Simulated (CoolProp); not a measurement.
Vapour-liquid equilibrium of ethane (1) + hydrogen chloride (2) at 0.412 MPa; x and y are mole fractions of (1).

Computed with CoolProp (multi-fluid Helmholtz-energy mixture model, Bücker 2006 and Thol 2018; pair parameters Bell 2016).

| x | bubble temperature (°C) | y at the bubble point | dew temperature at overall composition x (°C) | liquid density (mol/L) |
|---|---|---|---|---|
| 0.05 | -59.5 | 0.164 | -57.1 | 29.47 |
| 0.2 | -64.0 | 0.377 | -60.2 | 26.58 |
| 0.35 | -65.2 | 0.456 | -63.4 | 24.03 |
| 0.5 | -65.5 | 0.508 | -65.5 | 21.89 |
| 0.65 | -65.3 | 0.569 | -64.2 | 20.10 |
| 0.8 | -63.9 | 0.669 | -61.6 | 18.58 |
| 0.95 | -60.2 | 0.878 | -58.8 | 17.19 |

y crosses x between x = 0.5 and 0.65: the model has an azeotrope there.

The pair parameters rest on a limited set of measurements; away from them the model extrapolates.
